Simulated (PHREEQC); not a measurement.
Consider water at 20 °C with 13 mmol/kgw HF, 0.2 mmol/kgw NaF and 0.62 mmol/kgw H4SiO4. Closed to the air; pH follows from the charge balance.

Computed with PHREEQC (ion-association model, phreeqc.dat).

Precipitation was switched off in this run.

Question: Order these F species by the share of F that they hold, largest first: HF, SiF6-2, HF2-, F-.

Answer: HF (56 %), SiF6-2 (28 %), F- (15 %), HF2- (0.82 %)

The pH is 2.54 and the ionic strength 0.00390 mol/kgw. SiF6-2 is the database's only silicon fluoride.
